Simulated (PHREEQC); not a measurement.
Solution (20 °C): 2.52 mmol/kgw Pb(NO3)2 and 4 mmol/kgw NaCl. Closed to the air; pH follows from the charge balance.

All values are PHREEQC results (ion-association model, wateq4f.dat), not measurements.

No solid was allowed to form.

### Question
Estimate the pH.

### Answer
pH 5.26.

### Question
In which forms is Cl present?

### Answer
Cl- 95 %, PbCl+ 4.8 % of the Cl.

Complexes and solids missing from the database can't appear.
